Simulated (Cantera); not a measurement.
What does this Cantera script print?

```python
import numpy as np
import cantera as ct

gas_names = """
    Fe H H2 H2S N NH NH2 NH3 N2 N2H2 N2H4 S SH SN S2 S8
""".split()
cond_names = """
    Fe(a) Fe(c) Fe(d) Fe(L) FeS(a) FeS(b) FeS(c) FeS(L) FeS2(s) S(cr1) S(cr2) S(L)
""".split()


# ... load() reads the species with a 1 bar reference pressure and builds the phases ...
atoms = {
    'FeS2': {'Fe': 1, 'S': 2},
    'H2': {'H': 2},
    'N2': {'N': 2},
}
top_T = {'FeS2(s)': 1010}  # K; cautious upper limits of use, not melting points


# ... equilibrate(T, P, feed) seeds the gas with the atoms and calls Mixture.equilibrate('TP', solver="vcs", rtol=1e-11, max_steps=5000) ...
results = []
feed = {'FeS2': 1, 'H2': 58, 'N2': 18}  # mol
P = 270000  # Pa
for T in [925, 975, 1025, 1075, 1125, 1175, 1225, 1275, 1325, 1375, 1425, 1475]:
    mix = equilibrate(T, P, feed)
    results.append((T, P, feed, dict(zip(mix.species_names, mix.species_moles))))

top = {s: max(r[3][s] / sum(r[3][g] for g in gas_names) for r in results) for s in gas_names}
cols = sorted((s for s in top if top[s] > 0.001), key=lambda s: -top[s])[:5]
seen = [c for c in cond_names if any(r[3].get(c, 0) > 1e-12 for r in results)]
print("log10 of partial pressures in bar; condensed amounts in mol")
print(f"{'T/K':>10s}" + "".join(f"{s[:9]:>10s}" for s in cols + seen))
for T, P, feed, n in results:
    ng = sum(n[g] for g in gas_names)
    print(f"{T:10.4g}" + "".join(f"{np.log10(max(n[s] / ng * P / 1e5, 1e-99)):10.3f}" for s in cols)
          + "".join(f"{n.get(c, 0):10.4g}" for c in seen))
```

Output:

```
log10 of partial pressures in bar; condensed amounts in mol
       T/K        H2        N2       H2S    FeS(c)    FeS(L)
       925     0.306    -0.195    -1.449         1         0
       975     0.306    -0.194    -1.449         1         0
      1025     0.306    -0.194    -1.449         1         0
      1075     0.306    -0.194    -1.449         1         0
      1125     0.306    -0.194    -1.449         1         0
      1175     0.306    -0.194    -1.449         1         0
      1225     0.306    -0.194    -1.449         1         0
      1275     0.306    -0.194    -1.450         1         0
      1325     0.306    -0.194    -1.450         1         0
      1375     0.306    -0.194    -1.450         1         0
      1425     0.306    -0.194    -1.450         1         0
      1475     0.306    -0.194    -1.451         0         1
```

Method: chemical equilibrium by Gibbs-energy minimisation in Cantera with the NASA 1993 tables (ideal gas, pure condensed phases). FeS: taken at fixed stoichiometry.
